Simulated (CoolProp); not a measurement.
Vapour-liquid equilibrium of acetone (1) + cyclohexane (2) at 10.8 bar; x and y are mole fractions of (1).

The numbers come from the multi-fluid Helmholtz-energy mixture model, Lemmon 2006 and Zhou 2014; pair parameters Bell 2016 in CoolProp.

```tsv
x	bubble temperature, mixture model (°C)	bubble temperature, Raoult's law (°C)	y, mixture model	y, Raoult's law
0.05	176.9	183.5	0.162	0.097
0.2	160.6	175.4	0.421	0.339
0.35	153.3	168.6	0.544	0.525
0.5	149.4	162.6	0.629	0.673
0.65	147.0	157.4	0.710	0.793
0.8	146.0	152.7	0.808	0.892
0.95	146.5	148.5	0.942	0.975
```

The largest gap from Raoult's law is -15.3 K in bubble temperature, at x = 0.35. y crosses x between x = 0.8 and 0.95: the model has an azeotrope there.

The pair parameters rest on a limited set of measurements; away from them the model extrapolates.
